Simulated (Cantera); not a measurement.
Input: 1 mol HMDSO, 0.13 mol NO, 52 mol N2, at 1973.15 K and 0.00210 bar.

Equilibrium computed with Cantera from the NASA thermochemical tables; the gas is ideal and each condensed phase is pure. Candidate condensed phases: C, C6H6, C7H8, C8H18, H2O, Si, SiC, SiO2, Si2N2O, Si3N4; 151 gas species. The feed counts by its element totals alone. Equilibrium is a limit: real reactors are often held back by kinetics, nucleation or transport.

Base state: N2 0.830, H2 0.136, CO 0.0179, H 0.0109, HCN 0.00445, Si 0.000746, HNC 0.000241, SiO 0.000156 (mole fractions); condensed: C(graphite) + SiC(s).

Problem. What changes in the equilibrium state with this change: NO from 0.13 to 0.68 mol?

Solution. 
```
species             before     after
----------------  --------  --------
N2                   0.830     0.823
H2                   0.136     0.134
CO                  0.0179    0.0263
H                   0.0109    0.0108
Si                0.000746  0.000746
SiO               0.000156  0.000230
C2H2 (acetylene)   8.72e-5   8.60e-5
C(graphite), mol      2.63      2.09
SiC(s), mol           1.94      1.93
```
